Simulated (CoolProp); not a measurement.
CH2F2 (R32) at 394.75 K and 2.56 MPa is throttled through a valve to 0.779 MPa with no heat exchange. Each further row changes one setting.

Values from CoolProp's reference Helmholtz-energy equation of state, Tillner-Roth 1997.

```
case                       temperature change (K)  final density (kg/m³)
-------------------------  ----------------------  ---------------------
as stated                                   -19.4                   13.6
outlet pressure 0.234 MPa                     ___                    ___
outlet pressure 1.01 MPa                      ___                   17.7
```

Problem. Some entries are withheld; supply them.

Solution. 
- outlet pressure 0.234 MPa, temperature change (K): -26.1
- outlet pressure 0.234 MPa, final density (kg/m³): 4.02
- outlet pressure 1.01 MPa, temperature change (K): -16.6
